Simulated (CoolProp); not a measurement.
Aqueous sodium chloride as a coolant, 15 % by mass, freezing at -10.9 °C, 1 atm.

The numbers come from the Melinder's fits for secondary coolants in CoolProp.

```json
[
 {"T (°C)": "-7.4", "Prandtl number": "19.4", "conductivity (W/(m K))": "0.541", "viscosity (mPa s)": "…", "density (kg/m³)": "1119"},
 {"T (°C)": "-3.2", "Prandtl number": "16.6", "conductivity (W/(m K))": "0.547", "viscosity (mPa s)": "2.59", "density (kg/m³)": "1117"},
 {"T (°C)": "0.9", "Prandtl number": "14.4", "conductivity (W/(m K))": "0.554", "viscosity (mPa s)": "2.27", "density (kg/m³)": "1116"},
 {"T (°C)": "5", "Prandtl number": "12.6", "conductivity (W/(m K))": "0.560", "viscosity (mPa s)": "2.00", "density (kg/m³)": "…"},
 {"T (°C)": "9.2", "Prandtl number": "11.0", "conductivity (W/(m K))": "0.567", "viscosity (mPa s)": "1.77", "density (kg/m³)": "1113"},
 {"T (°C)": "13.3", "Prandtl number": "9.77", "conductivity (W/(m K))": "0.573", "viscosity (mPa s)": "1.58", "density (kg/m³)": "…"},
 {"T (°C)": "17.4", "Prandtl number": "8.71", "conductivity (W/(m K))": "0.580", "viscosity (mPa s)": "1.42", "density (kg/m³)": "1110"},
 {"T (°C)": "21.6", "Prandtl number": "7.80", "conductivity (W/(m K))": "0.586", "viscosity (mPa s)": "1.29", "density (kg/m³)": "1108"},
 {"T (°C)": "25.7", "Prandtl number": "…", "conductivity (W/(m K))": "0.593", "viscosity (mPa s)": "1.18", "density (kg/m³)": "…"},
 {"T (°C)": "29.8", "Prandtl number": "6.43", "conductivity (W/(m K))": "0.599", "viscosity (mPa s)": "…", "density (kg/m³)": "1104"},
 {"T (°C)": "34", "Prandtl number": "5.88", "conductivity (W/(m K))": "0.606", "viscosity (mPa s)": "0.999", "density (kg/m³)": "1102"},
 {"T (°C)": "38.1", "Prandtl number": "5.43", "conductivity (W/(m K))": "0.612", "viscosity (mPa s)": "0.932", "density (kg/m³)": "1100"}
]
```

Q: Some entries are withheld; supply them.

A: 
- -7.4, viscosity (mPa s): 2.99
- 5, density (kg/m³): 1114
- 13.3, density (kg/m³): 1111
- 25.7, Prandtl number: 7.06
- 25.7, density (kg/m³): 1106
- 29.8, viscosity (mPa s): 1.08
